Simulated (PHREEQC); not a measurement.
**Copper plating or etch bath: an equilibrium model**

Make-up at 25 °C: 0.07 mol/kgw CuCl2, 0.012 mol/kgw H2SO4 and 0.32 mol/kgw FeCl3. Closed to the air; pH follows from the charge balance.

Model: ion-association model, phreeqc.dat, run in PHREEQC.

Each row changes one thing in this solution. No solid was allowed to form.

| case | pH | ionic strength (mol/kgw) | Cl- (mol/kgw) | FeCl+2 (mol/kgw) | FeCl2+ (mol/kgw) | Cu+2 (mol/kgw) | SI of Fe(OH)3(a) (Fe(OH)3) | SI of Goethite (FeOOH) |
|---|---|---|---|---|---|---|---|---|
| as made | 1.68 | 1.05 | 0.711 | 0.180 | 0.0900 | 0.0485 | -2.50 | +3.40 |
| H2SO4 from 0.012 to 0.024 mol/kgw | 1.46 | 1.06 | 0.718 | 0.175 | 0.0887 | 0.0481 | -3.19 | +2.71 |
| H2SO4 left out | 2.00 | 1.06 | 0.710 | 0.181 | 0.0901 | 0.0488 | -1.55 | +4.35 |
| diluted 10-fold with water | 2.03 | 0.166 | 0.0967 | 0.0100 | 0.00134 | 0.00639 | -1.64 | +4.25 |
| 0.0033 mol/kgw NaHCO3 added | 1.73 | 1.05 | 0.712 | 0.179 | 0.0898 | 0.0485 | -2.38 | +3.52 |
| diluted 2-fold with water | 1.79 | 0.618 | 0.395 | 0.0873 | 0.0293 | 0.0275 | -2.19 | +3.71 |

The ionic strength passes 0.7 mol/kgw, the rough limit of the ion-association models, in as made; H2SO4 from 0.012 to 0.024 mol/kgw; H2SO4 left out; 0.0033 mol/kgw NaHCO3 added. Species that the database lacks are ignored. Some of these states are supersaturated (in Hematite (slow to form), Goethite (slow to form), for instance).
